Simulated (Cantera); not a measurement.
Input: 1 mol CuO, 0.52 mol CH4, a varied amount of H2, at 0.105 Torr.

These are equilibrium values from Cantera (NASA tables, ideal gas, pure condensed phases), not measurements of a reactor. Candidate condensed phases: C, C6H6, C7H8, C8H18, Cu, CuO, Cu(OH)2, Cu2O, H2O; 113 gas species. Rates play no part.

Q: What condenses at these points (T in K, n(H2) in mol): (1798, 3.4); (1948, 8.5); (1748, 8.5); (2048, 1.3); (1548, 2.5)?

A: 
```tsv
T (K)	n(H2) in mol	condensed phases	Cu condensed (%)
1798	3.4	gas only	0.0
1948	8.5	gas only	0.0
1748	8.5	gas only	0.0
2048	1.3	gas only	0.0
1548	2.5	Cu	40.0
```
